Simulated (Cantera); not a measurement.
What does this Cantera script print?

```python
import numpy as np
import cantera as ct

gas_names = """
    C2H4 C2H2,acetylene
""".split()
cond_names = """
    TaC(s) TaC(L) Ta(cr) Ta(L)
""".split()


# ... load() reads the species with a 1 bar reference pressure and builds the phases ...
species = {s.name: s for s in load("nasa_gas.yaml", gas_names) + load("nasa_condensed.yaml", cond_names)}
# Each term lists the table entries of one substance; the one whose range holds T is used.
reactions = {
    'C2H4(g) + 2 TaC = 2 Ta + 2 C2H2(g)':
        [(-1, ['C2H4']), (-2, ['TaC(s)', 'TaC(L)']), (2, ['Ta(cr)', 'Ta(L)']), (2, ['C2H2,acetylene'])],
}


def pick(names, T):
    return next(species[n] for n in names if species[n].thermo.min_temp <= T <= species[n].thermo.max_temp)


results = []
for label, terms in reactions.items():
    print(label)
    print("     T/K   dH/kJ  dS/(J/K)   dG/kJ   log10 K")
    for T in [300, 800, 950, 1100, 1250, 1400, 1550, 1700, 1850, 2000, 2150, 2300]:
        used = [(nu, pick(names, T)) for nu, names in terms]
        dH = sum(nu * s.thermo.h(T) for nu, s in used) / 1e6
        dS = sum(nu * s.thermo.s(T) for nu, s in used) / 1e3
        dG = dH - T * dS / 1e3
        logK = -dG * 1e6 / (ct.gas_constant * T * np.log(10))
        results.append((label, T, dH, dS, dG, logK, [s.name for _, s in used]))
        print(f"{T:8g} {dH:8.1f} {dS:8.1f} {dG:8.1f} {logK:8.2f}")
```

Output:

```
C2H4(g) + 2 TaC = 2 Ta + 2 C2H2(g)
     T/K   dH/kJ  dS/(J/K)   dG/kJ   log10 K
     300    692.1    180.8    637.9  -111.06
     800    696.7    191.8    543.3   -35.47
     950    696.5    191.5    514.6   -28.29
    1100    695.8    190.8    485.9   -23.07
    1250    694.8    190.0    457.3   -19.11
    1400    693.6    189.1    428.9   -16.00
    1550    692.2    188.2    400.6   -13.50
    1700    690.7    187.2    372.4   -11.44
    1850    688.9    186.2    344.4    -9.72
    2000    687.1    185.3    316.6    -8.27
    2150    685.1    184.3    288.9    -7.02
    2300    683.2    183.4    261.3    -5.93
```

Source: NASA polynomial tables (part measured, part estimated), evaluated in Cantera. TaC: taken at fixed stoichiometry. Condensed species are held in their standard states even where they would react or evaporate.
